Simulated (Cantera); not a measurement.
# Ignition delay

Mixture: 5.48 % CO, 6.58 % H2, 3.23 % CH4, 17.9 % O2, 66.8 % N2, equivalence ratio 0.70, at 7500 Torr, adiabatic and at constant volume. Ignition delay is the time to a rise of 400 K.

Computed with Cantera and GRI-Mech 3.0 (53 species, 325 reactions).

| T0 (K) | delay (ms) |
|---|---|
| 1100 | 0.707 |
| 1175 | 0.154 |
| 1250 | 0.0513 |
| 1325 | 0.0234 |
| 1400 | 0.0128 |

```json
{
 "apparent activation energy between 1250 and 1400 K": "130 kJ/mol"
}
```
